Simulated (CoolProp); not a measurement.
A single-stage vapour-compression cycle with sulfur hexafluoride: evaporating at 242.15 K (dew point), condensing at 295.15 K (bubble point), superheat 2 K, subcooling 0 K, compressor efficiency 0.65, no pressure losses. Each further row changes one setting.

The numbers come from the reference Helmholtz-energy equation of state, Guder 2009 in CoolProp.

```tsv
case	cooling COP	pressure ratio	discharge temperature (K)	refrigerating effect (kJ/kg)	volumetric capacity (kJ/m³)
as stated	1.72	4.63	308.5	49.4	1900
evaporating temperature 247.15 K	2.03	?	?	51.4	2350
condensing temperature 290.15 K	2.09	4.10	302.9	55.3	?
subcooling 5 K	1.94	4.63	308.5	?	2140
superheat 12 K	1.82	4.63	318.0	?	?
compressor efficiency 0.55	?	4.63	314.4	49.4	1900
```

Q: What belongs in the gaps?

A: 
- evaporating temperature 247.15 K, pressure ratio: 3.89
- evaporating temperature 247.15 K, discharge temperature (K): 307.1
- condensing temperature 290.15 K, volumetric capacity (kJ/m³): 2130
- subcooling 5 K, refrigerating effect (kJ/kg): 55.5
- superheat 12 K, refrigerating effect (kJ/kg): 55.7
- superheat 12 K, volumetric capacity (kJ/m³): 2030
- compressor efficiency 0.55, cooling COP: 1.46
